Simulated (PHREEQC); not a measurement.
Consider water at 25 °C with 0.0073 mol NaHSO4, 8.9e-05 mol K2HPO4 and 0.00091 mol KCl per kg of water. Closed to the air; pH follows from the charge balance.

The numbers come from PHREEQC with the ion-association model, phreeqc.dat.

```tsv
quantity	before	after
pH	2.31	2.07
ionic strength (mol/kgw)	0.0191	0.0345
SO4-2 (mol/kgw)	0.00543	0.00949
HSO4- (mol/kgw)	0.00173	0.00473
NaSO4- (mol/kgw)	0.000115	0.000345
H2PO4- (mol/kgw)	5.48e-5	4.34e-5
SI of Halite (NaCl)	-6.87	-6.61
SI of Sylvite (KCl)	-7.03	-7.07
```

Q: Which change was made?
(A) temperature from 25 to 80 °C
(B) K2HPO4 from 8.9e-05 to 0.00089 mol/kgw
(C) NaHSO4 from 0.0073 to 0.0146 mol/kgw
(D) 0.0048 mol/kgw NaCl added
(E) KCl replaced by (CH3)4NCl at the same molality

A: C, NaHSO4 from 0.0073 to 0.0146 mol/kgw

This is a speciation only: nothing precipitates in the calculation.
